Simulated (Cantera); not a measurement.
Cantera run, input and output.

```python
import numpy as np
import cantera as ct

gas = ct.Solution("gri30.yaml")
gas.TPX = 1150, 2666, {'H2': 0.16, 'O2': 1}
reactor = ct.IdealGasConstPressureReactor(gas, energy="off", clone=False)
net = ct.ReactorNet([reactor])
net.rtol, net.atol = 1e-08, 1e-18
show = ['H2', 'O2', 'O', 'H', 'HO2']
times = np.geomspace(0.0003, 60, 12)

steps = ct.SolutionArray(gas, extra=["t"])
rows = []
print(f"{'t/s':>10s}{'T/K':>9s}{'P/Pa':>11s}" + "".join(f"{s:>11s}" for s in show))
for t in times:
    while net.time < t:
        t_next = net.step()
        steps.append(gas.state, t=t_next)
    rows.append([np.interp(t, steps.t, y) for y in (steps.T, steps.P, *steps(*show).X.T)])
    print(f"{t:10.3e}{rows[-1][0]:9.1f}{rows[-1][1]:11.4g}" + "".join(f"{x:11.3e}" for x in rows[-1][2:]))
rate = np.gradient(steps.T, steps.t)
print("integrator steps:", len(steps.t))
if steps.T.max() > steps.T[0] + 200:
    print(f"time of steepest temperature rise: {steps.t[rate.argmax()]:.4e} s")
gas.TPX = 1150, 2666, {'H2': 0.16, 'O2': 1}
gas.equilibrate("TP")
print(f"equilibrium (TP): T = {gas.T:.1f} K  " + "  ".join(f"{s} {gas[s].X[0]:.3e}" for s in show))
```

It prints:

```
       t/s      T/K       P/Pa         H2         O2          O          H        HO2
 3.000e-04   1150.0       2666  1.379e-01  8.621e-01  7.073e-07  8.241e-07  3.451e-08
 9.100e-04   1150.0       2666  5.294e-02  8.135e-01  2.657e-02  3.415e-02  1.347e-05
 2.760e-03   1150.0       2666  3.567e-03  8.093e-01  3.509e-02  1.995e-02  1.642e-05
 8.373e-03   1150.0       2666  9.232e-04  8.418e-01  8.581e-03  2.328e-03  1.290e-05
 2.540e-02   1150.0       2666  1.017e-04  8.505e-01  9.456e-04  8.300e-05  4.738e-06
 7.703e-02   1150.0       2666  1.111e-05  8.516e-01  1.080e-04  3.212e-06  9.775e-07
 2.337e-01   1150.0       2666  1.719e-06  8.518e-01  1.767e-05  2.128e-07  2.001e-07
 7.088e-01   1150.0       2666  3.605e-07  8.518e-01  3.860e-06  2.171e-08  4.916e-08
 2.150e+00   1150.0       2666  9.161e-08  8.518e-01  1.006e-06  2.887e-09  1.537e-08
 6.521e+00   1150.0       2666  2.630e-08  8.518e-01  2.930e-07  4.536e-10  8.030e-09
 1.978e+01   1150.0       2666  8.713e-09  8.518e-01  9.762e-08  8.759e-11  8.334e-09
 6.000e+01   1150.0       2666  4.570e-09  8.518e-01  5.093e-08  3.342e-11  1.026e-08
integrator steps: 2155
equilibrium (TP): T = 1150.0 K  H2 4.251e-09  O2 8.518e-01  O 4.729e-08  H 2.999e-11  HO2 1.055e-08
```

Cantera simulation using GRI-Mech 3.0 (53 species, 325 reactions); the numbers are that mechanism's predictions, not measurements. Radical loss at walls, strong at low pressure, is not modelled. The temperature is held fixed by assumption; the heat of reaction is taken as removed at once.
